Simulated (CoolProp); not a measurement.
Vapour-liquid equilibrium of carbon dioxide (1) + CHF3 (R23) (2) at 226.8 K; x and y are mole fractions of (1).

Computed with CoolProp (multi-fluid Helmholtz-energy mixture model, Span 1996 and Penoncello 2003; pair parameters Bell 2016).

| x | bubble pressure (bar) | y at the bubble point | dew pressure at overall composition x (bar) | liquid density (mol/L) |
|---|---|---|---|---|
| 0.05 | 5.716 | 0.075 | 5.658 | 18.81 |
| 0.125 | 5.970 | 0.178 | 5.837 | 19.22 |
| 0.2 | 6.216 | 0.273 | 6.025 | 19.64 |
| 0.275 | 6.451 | 0.360 | 6.221 | 20.09 |
| 0.35 | 6.673 | 0.439 | 6.424 | 20.55 |
| 0.425 | 6.879 | 0.513 | 6.632 | 21.05 |
| 0.5 | 7.070 | 0.582 | 6.843 | 21.57 |
| 0.575 | 7.245 | 0.647 | 7.052 | 22.12 |
| 0.65 | 7.403 | 0.709 | 7.254 | 22.70 |
| 0.725 | 7.543 | 0.770 | 7.441 | 23.31 |
| 0.8 | 7.666 | 0.830 | 7.607 | 23.97 |
| 0.875 | 7.769 | 0.891 | 7.744 | 24.66 |
| 0.95 | 7.851 | 0.955 | 7.846 | 25.40 |

No azeotrope shows between x = 0.05 and 0.95.

Pair parameters are fitted to limited data, so mixtures are less certain than the pure fluids.
